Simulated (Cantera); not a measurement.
# Ignition delay

Mixture: 9.88 % CH4, 3.95 % H2, 18.1 % O2, 68.1 % N2, at 760 Torr, adiabatic and at constant pressure. Ignition delay is the time to a rise of 400 K.

Model: GRI-Mech 3.0 (53 species, 325 reactions), integrated in Cantera. Below about 1000 K GRI-Mech 3.0 lacks low-temperature oxidation paths. Below about 950 K walls govern HO2 and H2O2 in real vessels.

| T0 (K) | delay (ms) |
|---|---|
| 925 | 112 |
| 1025 | 20.6 |
| 1125 | 7.48 |
| 1225 | 2.92 |
| 1325 | 1.21 |
| 1425 | 0.545 |
| 1525 | 0.271 |
| 1625 | 0.148 |
| 1725 | 0.0868 |

```
Property                                                Result
--------------------------------------------------  ----------
apparent activation energy between 1525 and 1725 K  120 kJ/mol
```
